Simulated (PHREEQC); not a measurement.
H2SO4 is added in steps, without added water, to 1 kg of water holding 0.0026 mol MgCl2, 0.00092 mol CO2 and 0.046 mol KCl, at 25 °C. Oxygen alone is held at its pressure in air (log pO2 = -0.68). The system is closed to CO2. Solids allowed: Brucite, Hydromagnesite, Epsomite. Others were left out.

Base run: PHREEQC, ion-association model, wateq4f.dat. Each further column changes one thing. The table gives SO4-2 (mol/kgw).

```json
[
 {"H2SO4 added (mol)": "0", "base": "0", "temperature from 25 to 55 °C": "0", "KCl from 0.046 to 0.23 mol/kgw": "0", "MgCl2 from 0.0026 to 0.0039 mol/kgw": "0", "no solid may form": "0"},
 {"H2SO4 added (mol)": "0.0001969", "base": "0.000153", "temperature from 25 to 55 °C": "0.000132", "KCl from 0.046 to 0.23 mol/kgw": "0.000133", "MgCl2 from 0.0026 to 0.0039 mol/kgw": "0.000147", "no solid may form": "0.000153"},
 {"H2SO4 added (mol)": "0.0003938", "base": "0.000302", "temperature from 25 to 55 °C": "0.000259", "KCl from 0.046 to 0.23 mol/kgw": "[?]", "MgCl2 from 0.0026 to 0.0039 mol/kgw": "0.000290", "no solid may form": "0.000302"},
 {"H2SO4 added (mol)": "0.0005906", "base": "0.000448", "temperature from 25 to 55 °C": "0.000381", "KCl from 0.046 to 0.23 mol/kgw": "0.000392", "MgCl2 from 0.0026 to 0.0039 mol/kgw": "0.000431", "no solid may form": "0.000448"},
 {"H2SO4 added (mol)": "0.0007875", "base": "0.000590", "temperature from 25 to 55 °C": "0.000499", "KCl from 0.046 to 0.23 mol/kgw": "0.000519", "MgCl2 from 0.0026 to 0.0039 mol/kgw": "0.000568", "no solid may form": "0.000590"},
 {"H2SO4 added (mol)": "0.0009844", "base": "0.000729", "temperature from 25 to 55 °C": "0.000612", "KCl from 0.046 to 0.23 mol/kgw": "0.000645", "MgCl2 from 0.0026 to 0.0039 mol/kgw": "0.000703", "no solid may form": "0.000729"},
 {"H2SO4 added (mol)": "0.001116", "base": "0.000821", "temperature from 25 to 55 °C": "[?]", "KCl from 0.046 to 0.23 mol/kgw": "0.000727", "MgCl2 from 0.0026 to 0.0039 mol/kgw": "0.000791", "no solid may form": "0.000821"},
 {"H2SO4 added (mol)": "0.001313", "base": "0.000955", "temperature from 25 to 55 °C": "0.000794", "KCl from 0.046 to 0.23 mol/kgw": "0.000850", "MgCl2 from 0.0026 to 0.0039 mol/kgw": "0.000922", "no solid may form": "0.000955"},
 {"H2SO4 added (mol)": "0.001509", "base": "0.00109", "temperature from 25 to 55 °C": "0.000898", "KCl from 0.046 to 0.23 mol/kgw": "0.000971", "MgCl2 from 0.0026 to 0.0039 mol/kgw": "0.00105", "no solid may form": "0.00109"},
 {"H2SO4 added (mol)": "0.001706", "base": "0.00122", "temperature from 25 to 55 °C": "0.000999", "KCl from 0.046 to 0.23 mol/kgw": "0.00109", "MgCl2 from 0.0026 to 0.0039 mol/kgw": "0.00118", "no solid may form": "0.00122"},
 {"H2SO4 added (mol)": "0.001903", "base": "0.00134", "temperature from 25 to 55 °C": "0.00110", "KCl from 0.046 to 0.23 mol/kgw": "[?]", "MgCl2 from 0.0026 to 0.0039 mol/kgw": "0.00130", "no solid may form": "0.00134"},
 {"H2SO4 added (mol)": "0.0021", "base": "0.00147", "temperature from 25 to 55 °C": "0.00119", "KCl from 0.046 to 0.23 mol/kgw": "0.00132", "MgCl2 from 0.0026 to 0.0039 mol/kgw": "0.00142", "no solid may form": "0.00147"}
]
```

### Question
Some entries are withheld; supply them.

### Answer

- 0.0003938, KCl from 0.046 to 0.23 mol/kgw: 0.000263
- 0.001116, temperature from 25 to 55 °C: 0.000686
- 0.001903, KCl from 0.046 to 0.23 mol/kgw: 0.00121

 Away from 25 °C the constants follow the database's enthalpies or fits; those with neither stay at their 25 °C values.
